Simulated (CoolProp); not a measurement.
CF4 (R14) at 293.15 K and 0.255 MPa flows at 0.27 m/s in a round tube of 100 mm bore and 0.25 µm roughness, fully developed (64/Re and Nu = 3.66 if laminar; Colebrook and Gnielinski if turbulent). Each further row changes one setting.

Model: reference Helmholtz-energy equation of state, Platzer 1990, in CoolProp. This equation is an older, rougher fit.

```
case               Reynolds number  Darcy friction factor  pressure drop (Pa/m)  heat-transfer coefficient (W/(m² K))  mass flow (kg/h)
-----------------  ---------------  ---------------------  --------------------  ------------------------------------  ----------------
as stated                    14700                 0.0279                0.0947                                  6.50              71.0
velocity 0.54 m/s            29400                 0.0236                 0.320                                  11.2               142
diameter 200 mm              29400                 0.0236                0.0400                                  5.62               284
```

Viscosity comes from a separate model (Huber 2003), an estimate that may be off by 10 % or more. Thermal conductivity comes from a separate model (Huber 2003), an estimate that may be off by 10 % or more.
